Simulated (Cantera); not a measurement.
Input: 1 mol c-C4F8, 0.26 mol HCl, 16 mol H2, held at 0.00133 bar.

Method: chemical equilibrium by Gibbs-energy minimisation in Cantera with the NASA 1993 tables (ideal gas, pure condensed phases). Candidate condensed phases: C, C6H6, C7H8, C8H18; 118 gas species. The feed counts by its element totals alone. Kinetics and transport are ignored.

Problem. At 3123 K, list the 7 most abundant gas species with their mole fractions, and the condensed phases.

Solution. H 0.702, HF 0.152, F 0.0640, C 0.0333, C3 0.0189, H2 0.0127, C2 0.00693. Condensed: gas only.
